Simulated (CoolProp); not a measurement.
R124 at 298.15 K and 0.259 MPa is compressed adiabatically to 1.54 MPa with isentropic efficiency 0.85. Each further row changes one setting.

Model: reference Helmholtz-energy equation of state, de Vries 1995, in CoolProp.

```
case             work (kJ/kg)  final temperature (K)  final density (kg/m³)
---------------  ------------  ---------------------  ---------------------
as stated                35.5                  363.4             (withheld)
efficiency 1       (withheld)                  358.3                   95.4
efficiency 0.65          46.5             (withheld)             (withheld)
```

Task: Fill in the missing entries.

Result: 
- as stated, final density (kg/m³): 91.8
- efficiency 1, work (kJ/kg): 30.2
- efficiency 0.65, final temperature (K): 374.1
- efficiency 0.65, final density (kg/m³): 85.6
